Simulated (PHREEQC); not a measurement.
2.4 g of hydrous ferric oxide (600 m²/g; 0.2 weak and 0.005 strong sites per Fe, Dzombak-Morel constants, diffuse double layer) in 1 kg of water with 0.01 mol/kgw of an inert sodium salt and 1.1e-05 mol MgCl2 and 1e-05 mol PbCl2, at 25 °C; the pH is set by adding NaOH or the inert anion's acid. O2 is buffered at 0.21 atm. CO2 from the air is kept out. No solid was allowed to form.

The series has 13 steps of pH, from 4 to 12.

Model: ion-association model, wateq4f.dat, run in PHREEQC.

Q: Near which pH is half of the Mg sorbed, and on which side is more sorbed?

A: Near pH 7.6, with more sorbed at higher pH.
